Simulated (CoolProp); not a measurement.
Saturation properties of hexamethyldisiloxane (MM).

Computed with CoolProp (reference Helmholtz-energy equation of state, Thol 2016).

| T (K) | p (MPa) | enthalpy of vaporisation (kJ/kg) | liquid cp (kJ/(kg K)) | vapour Z | surface tension (mN/m) |
|---|---|---|---|---|---|
| 254.3 | 0.0003701 | 248.7 | 1.797 | 0.9990 | 19.4 |
| 258.6 | 0.0005080 | 246.7 | 1.806 | 0.9987 | 19.0 |
| 262.9 | 0.0006885 | 244.8 | 1.815 | 0.9983 | 18.6 |
| 267.2 | 0.0009220 | 242.8 | 1.825 | 0.9979 | 18.2 |
| 271.4 | 0.001213 | 240.9 | 1.834 | 0.9974 | 17.8 |
| 275.7 | 0.001589 | 239.0 | 1.844 | 0.9968 | 17.4 |
| 280 | 0.002061 | 237.0 | 1.854 | 0.9962 | 17.1 |
| 284.3 | 0.002646 | 235.1 | 1.865 | 0.9954 | 16.7 |
| 288.6 | 0.003367 | 233.2 | 1.875 | 0.9945 | 16.3 |
| 292.8 | 0.004225 | 231.3 | 1.886 | 0.9935 | 15.9 |
| 297.1 | 0.005286 | 229.3 | 1.897 | 0.9923 | 15.5 |
| 301.4 | 0.006560 | 227.4 | 1.908 | 0.9910 | 15.1 |

It boils at 373.7 K under 1 atm.

Surface tension comes from a separate correlation (Mulero 2014), older than this fluid's equation and unchecked against measurements.
